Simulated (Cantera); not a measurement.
Silicon etching in halogen gases: Si + NF₃ + H₂

Charge: 1 mol Si, 0.8 mol NF₃, 2.8 mol H₂, equilibrated at 75.0 Torr.

Cantera equilibrium calculation (NASA polynomials, part measured and part estimated; ideal gas, pure solids and liquids). Candidate condensed phases: Si, Si₃N₄; 37 gas species. The tables' values for SiF₃, SiF₂ are old estimates; treat these amounts as uncertain. Kinetics and transport are ignored.

| T (K) | x H₂ | x SiF₄ | x N₂ | x SiHF₃ | x HF | x SiF₃ | n Si₃N₄(s) |
|---|---|---|---|---|---|---|---|
| 750 | 0.792 | 0.170 | 0.0377 | 3.35e-5 | 3.57e-5 | 6.71e-9 | 0.133 |
| 850 | 0.792 | 0.170 | 0.0377 | 0.000124 | 0.000128 | 2.28e-7 | 0.133 |
| 950 | 0.792 | 0.169 | 0.0377 | 0.000349 | 0.000351 | 3.67e-6 | 0.133 |
| 1050 | 0.792 | 0.169 | 0.0377 | 0.000799 | 0.000788 | 3.46e-5 | 0.133 |
| 1150 | 0.791 | 0.168 | 0.0378 | 0.00158 | 0.00153 | 0.000219 | 0.133 |
| 1250 | 0.789 | 0.166 | 0.0379 | 0.00278 | 0.00267 | 0.00102 | 0.133 |
| 1350 | 0.787 | 0.162 | 0.0384 | 0.00443 | 0.00427 | 0.00372 | 0.132 |
x: gas mole fraction; n: condensed amount in mol.

From 750 K to 1350 K the condensed part is Si₃N₄(s). The main Si-bearing gas is SiF₄ throughout.
